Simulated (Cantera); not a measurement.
Charge: 1 mol SiH₄, 0.064 mol C₂H₂, 130 mol H₂, equilibrated at 2250 K and 1.00 bar.

Equilibrium computed with Cantera from the NASA thermochemical tables; the gas is ideal and each condensed phase is pure. Candidate condensed phases: C, C₆H₆, C₇H₈, C₈H₁₈, Si, SiC; 87 gas species. Mutual solubility and eutectic melting of coexisting phases are not modelled. Gases not in the tables: Si₂H₆ and higher silanes. Equilibrium is a limit: real reactors are often held back by kinetics, nucleation or transport.

Base state: H₂ 0.991, H 0.00739, Si 0.000592, SiH₂ 0.000372, SiH 0.000237, C₂H₂ (acetylene) 5.15e-5, Si₂C 4.11e-5, CH₄ 2.90e-5 (mole fractions); condensed: Si(l) + SiC(s).

Question: What changes in the equilibrium state with this change: temperature from 2250 K to 1125 K?

Answer: 
```tsv
species	before	after
H₂	0.991	1.000
CH₄	2.90e-5	2.99e-5
H	0.00739	4.44e-8
Si	0.000592	<1e-9
SiH₂	0.000372	2.37e-9
SiH	0.000237	<1e-9
C₂H₂ (acetylene)	5.15e-5	<1e-9
Si(l), mol	0.722	0
SiC(s), mol	0.104	0.124
Si(s), mol	0	0.876
```
